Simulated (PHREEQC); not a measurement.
A PHREEQC input (ion-association model, wateq4f.dat):

```
SOLUTION 1
  temp 85
  units mg/kgw
  pH 6.79 charge
  pe -0.6
  Na 3070
  K 19.9
  Ca 393
  Mg 334
  Cl 5820
  S(6) 591 as SO4
  Alkalinity 11.4 as HCO3
  B 0.714
END
USE solution 1
EQUILIBRIUM_PHASES 1
  Gypsum 0 0
  CO2(g) -2.5 10
END
```

It stops with these messages:

```
ERROR: pH adustment cannot attain charge balance when alkalinity is fixed.
ERROR: Program terminating due to input errors.
```

The fault: pH asked from the charge balance while alkalinity is fixed. The line should read `pH 6.79` where the input has `pH 6.79 charge`. With the mend the run ends at pH 6.80 and ionic strength 0.197 mol/kgw.
